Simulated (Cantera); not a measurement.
Charge: 1 mol TiCl₄, 0.26 mol O₂, equilibrated at 0.470 bar.

These are equilibrium values from Cantera (NASA tables, ideal gas, pure condensed phases), not measurements of a reactor. Candidate condensed phases: Ti, TiCl₂, TiCl₃, TiCl₄, TiO, TiO₂, Ti₂O₃, Ti₃O₅, Ti₄O₇; 15 gas species. The numbers say what is thermodynamically allowed, not how fast it happens. All values below are at 1275 K.

Base state: TiCl₄ 0.585, Cl₂ 0.406, Cl 0.00919, O₂ 1.50e-5 (mole fractions); condensed: TiO₂(rutile).

**Question.** What changes in the equilibrium state with this change: pressure from 0.470 bar to 0.0150 bar?

**Answer.** 
| species | before | after |
|---|---|---|
| TiCl₄ | 0.585 | 0.573 |
| Cl₂ | 0.406 | 0.378 |
| Cl | 0.00919 | 0.0496 |
| TiCl₃ | 4.60e-6 | 2.62e-5 |
| O₂ | 1.50e-5 | 1.32e-5 |
| TiO₂(rutile), mol | 0.260 | 0.260 |
